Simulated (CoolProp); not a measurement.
Computed with CoolProp (reference Helmholtz-energy equation of state, Span 1996).

### Question
For carbon dioxide, give the phase and the cp (kJ/(kg K)), cv (kJ/(kg K)), viscosity (µPa s) at 281.05 °C and 2.63 bar; 281.05 °C and 5.27 bar; 281.05 °C and 7.9 bar.

### Answer
- 281.05 °C and 2.63 bar: gas; cp 1.05, cv 0.860, viscosity 26.1
- 281.05 °C and 5.27 bar: gas; cp 1.05, cv 0.861, viscosity 26.2
- 281.05 °C and 7.9 bar: gas; cp 1.06, cv 0.862, viscosity 26.2

Viscosity comes from a separate model (Laesecke 2017).
